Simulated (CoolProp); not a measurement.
A simple Rankine cycle with trans-2-butene: condensing at 325.15 K, boiler at 1.25 MPa, turbine inlet 365.9 K, turbine efficiency 0.6, pump efficiency 0.6, no recuperator. Each further row changes one setting.

Computed with CoolProp (reference Helmholtz-energy equation of state, Lemmon 2005). It is a short technical equation, of lower accuracy than the large ones.

```json
[
 {"case": "as stated", "thermal efficiency (%)": "5.3", "net work (kJ/kg)": "21.1", "heat in (kJ/kg)": "398", "turbine exit temperature (K)": "?", "volume ratio over the turbine": "?"},
 {"case": "turbine inlet 385.9 K", "thermal efficiency (%)": "5.3", "net work (kJ/kg)": "?", "heat in (kJ/kg)": "?", "turbine exit temperature (K)": "361.4", "volume ratio over the turbine": "2.57"},
 {"case": "condensing temperature 317.15 K", "thermal efficiency (%)": "6.3", "net work (kJ/kg)": "26.4", "heat in (kJ/kg)": "?", "turbine exit temperature (K)": "334.1", "volume ratio over the turbine": "3.28"},
 {"case": "boiler pressure 0.875 MPa", "thermal efficiency (%)": "3.4", "net work (kJ/kg)": "14.1", "heat in (kJ/kg)": "415", "turbine exit temperature (K)": "351.6", "volume ratio over the turbine": "1.76"},
 {"case": "turbine efficiency 0.5", "thermal efficiency (%)": "4.3", "net work (kJ/kg)": "17.2", "heat in (kJ/kg)": "398", "turbine exit temperature (K)": "341.3", "volume ratio over the turbine": "2.66"}
]
```

### Question
Fill in the missing entries.

### Answer

- as stated, turbine exit temperature (K): 339.2
- as stated, volume ratio over the turbine: 2.63
- turbine inlet 385.9 K, net work (kJ/kg): 23.5
- turbine inlet 385.9 K, heat in (kJ/kg): 443
- condensing temperature 317.15 K, heat in (kJ/kg): 418
